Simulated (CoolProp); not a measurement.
1-butene at several states: Z from the reference equation and from simpler models built on Tc = 419.3 K, pc = 4.006 MPa, ω = 0.192; each cubic takes its own stable root.

The numbers come from the reference Helmholtz-energy equation of state, Lemmon 2005 in CoolProp. It is a short technical equation, of lower accuracy than the large ones.

```csv
T (K),p (MPa),phase,reference
371,3.36,liquid,0.1253
420.2,4.73,supercritical,0.2112
482.6,0.111,gas,0.9939
262.6,0.0463,gas,0.9800
156.1,0.414,liquid,0.02404
```

**Question.** How far does each simpler model (van der Waals, Redlich-Kwong, Soave-Redlich-Kwong, Peng-Robinson) lie from the reference over these 5 states: mean and median of the absolute difference, and the worst?

**Answer.** 
- van der Waals: mean 34.1 %, median 45.2 %, worst +65.1 % at 156.1 K and 0.414 MPa
- Redlich-Kwong: mean 10.3 %, median 10.8 %, worst +23.1 % at 420.2 K and 4.73 MPa
- Soave-Redlich-Kwong: mean 9.4 %, median 10.4 %, worst +23.4 % at 420.2 K and 4.73 MPa
- Peng-Robinson: mean 2.8 %, median 0.4 %, worst +11.8 % at 420.2 K and 4.73 MPa
